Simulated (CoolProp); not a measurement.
A simple Rankine cycle with propane: condensing at 309.15 K, boiler at 2.85 MPa, turbine inlet 363.1 K, turbine efficiency 0.7, pump efficiency 0.7, no recuperator. Each further row changes one setting.

Values from CoolProp's reference Helmholtz-energy equation of state, Lemmon 2009.

| case | thermal efficiency (%) | net work (kJ/kg) | heat in (kJ/kg) | turbine exit temperature (K) | volume ratio over the turbine |
|---|---|---|---|---|---|
| as stated | 6.2 | 23.4 | 378 | 327.5 | 2.49 |
| turbine inlet 383.1 K | [?] | [?] | 431 | 351.0 | 2.40 |
| condensing temperature 301.15 K | 7.4 | 29.6 | 400 | 320.7 | 3.04 |
| boiler pressure 1.99 MPa | 3.9 | 15.8 | 409 | 345.8 | [?] |
| turbine efficiency 0.6 | 5.1 | 19.4 | 378 | 329.4 | 2.52 |

Problem. Complete the blanks.

Solution. 
- turbine inlet 383.1 K, thermal efficiency (%): 6.4
- turbine inlet 383.1 K, net work (kJ/kg): 27.4
- boiler pressure 1.99 MPa, volume ratio over the turbine: 1.63
